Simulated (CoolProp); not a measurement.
p-xylene along the isotherm 620 K: density (kg/m³) from the reference equation and from simpler models built on Tc = 616.2 K, pc = 3.532 MPa, ω = 0.324; each cubic takes its own stable root.

Values from CoolProp's reference Helmholtz-energy equation of state, Zhou 2012.

| p (MPa) | phase | reference |
|---|---|---|
| 1.61 | gas | 40.79 |
| 3.21 | gas | 124.1 |
| 4.82 | supercritical | 448.6 |
| 6.42 | supercritical | 489.1 |
| 8.03 | supercritical | 512.9 |
| 9.63 | supercritical | 530.1 |
| 11.2 | supercritical | 543.6 |
| 12.8 | supercritical | 555.1 |
| 14.4 | supercritical | 565.1 |
| 16.1 | supercritical | 574.5 |
| 17.7 | supercritical | 582.3 |

Task: How far does each simpler model (ideal gas, Soave-Redlich-Kwong, Peng-Robinson) lie from the reference over these 11 states: mean and median of the absolute difference, and the worst?

Result: 
- ideal gas: mean 53.1 %, median 52.5 %, worst -77.9 % at 620 K and 4.82 MPa
- Soave-Redlich-Kwong: mean 13.2 %, median 13.6 %, worst -21.3 % at 620 K and 4.82 MPa
- Peng-Robinson: mean 4.9 %, median 3.8 %, worst -13.1 % at 620 K and 4.82 MPa
